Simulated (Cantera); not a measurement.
Gas mixture: CO₂ : H₂O : O₂ = 0.52 : 0.54 : 0.66 (molar parts), at 100.0 Torr, frozen composition.

Cantera's kinetic-theory transport with the Lennard-Jones parameters of GRI-Mech 3.0, ideal gas; thermal conductivity in the multicomponent form. Polar gases are described roughly by these parameters.

One state of this run: ρ (kg/m³) = 0.0626; cp (J/kg/K) = 1302; μ (µPa s) = 36.0; λ (mW/m/K) = 68.8; Pr = 0.682; D (cm²/s) H = 52.1; D (cm²/s) H₂O = 9.54; D (cm²/s) H₂ = 31.6. D: mixture-averaged diffusion coefficient of that species in the mixture.

Q: Which value of T (K) does it belong to?
A. 400
B. 800
C. 1600
D. 1400

A: B, 800
